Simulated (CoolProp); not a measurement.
Properties of isobutene along the isotherm 151.05 °C.

Model: reference Helmholtz-energy equation of state, Lemmon 2005, in CoolProp. It is a short technical equation, of lower accuracy than the large ones.

| p (MPa) | phase | density (kg/m³) | cp (kJ/(kg K)) | expansivity (1/kK) | fugacity coefficient |
|---|---|---|---|---|---|
| 2.01 | gas | 39.50 | 2.371 | 4.662 | 0.8379 |
| 4.02 | supercritical | 130.5 | 5.202 | 27.65 | 0.6759 |
| 6.02 | supercritical | 375.1 | 3.948 | [?] | 0.5063 |
| 8.03 | supercritical | [?] | [?] | 5.997 | 0.4117 |
| 10 | supercritical | [?] | 3.119 | 4.577 | 0.3563 |
| 12 | supercritical | 443.5 | 2.998 | 3.806 | [?] |
| 14.1 | supercritical | 456.0 | 2.916 | 3.295 | 0.2927 |
| 16.1 | supercritical | 465.9 | 2.860 | 2.954 | 0.2747 |
| 18.1 | supercritical | 474.5 | [?] | 2.697 | 0.2614 |
| 20.1 | supercritical | 482.2 | 2.785 | [?] | 0.2516 |

Q: Some entries are withheld; supply them.

A: 
- 6.02, expansivity (1/kK): 10.27
- 8.03, density (kg/m³): 408.7
- 8.03, cp (kJ/(kg K)): 3.335
- 10, density (kg/m³): 428.6
- 12, fugacity coefficient: 0.3194
- 18.1, cp (kJ/(kg K)): 2.818
- 20.1, expansivity (1/kK): 2.495

The peak of cp marks the crossing from liquid-like to gas-like fluid above the critical point.
